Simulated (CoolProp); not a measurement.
o-xylene along the isotherm 620 K: fugacity coefficient from the reference equation and from simpler models built on Tc = 630.3 K, pc = 3.737 MPa, ω = 0.312; each cubic takes its own stable root.

The numbers come from the reference Helmholtz-energy equation of state, Zhou 2012 in CoolProp.

```
p (MPa)   phase  reference  van der Waals  Redlich-Kwong  Soave-Redlich-Kwong  Peng-Robinson
-------  ------  ---------  -------------  -------------  -------------------  -------------
1.17        gas     0.8794              ?              ?               0.8891         0.8785
2.34        gas     0.7625         0.8072              ?               0.7806         0.7625
3.5      liquid     0.6313         0.7035         0.6663               0.6583         0.6362
4.67     liquid     0.4981         0.5721         0.5335                    ?         0.5052
5.84     liquid     0.4178         0.4922         0.4527                    ?         0.4257
7.01     liquid     0.3645              ?         0.3987               0.3927         0.3726
8.18     liquid     0.3266         0.4026         0.3604               0.3548              ?
9.34     liquid     0.2987         0.3760              ?               0.3269         0.3069
```

### Question
Some entries are withheld; supply them.

### Answer

- 1.17, van der Waals: 0.9039
- 1.17, Redlich-Kwong: 0.8902
- 2.34, Redlich-Kwong: 0.7827
- 4.67, Soave-Redlich-Kwong: 0.5262
- 5.84, Soave-Redlich-Kwong: 0.4461
- 7.01, van der Waals: 0.4395
- 8.18, Peng-Robinson: 0.3348
- 9.34, Redlich-Kwong: 0.3322
